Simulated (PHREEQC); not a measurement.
Make-up at 25 °C: 0.039 mmol/kgw HCl and 0.27 mmol/kgw ZnCl2. Closed to the air; pH follows from the charge balance.

Equilibrium calculation in PHREEQC: ion-association model, wateq4f.dat.

No solid was allowed to form.

**Question.** Estimate the pH.

**Answer.** pH 4.42.
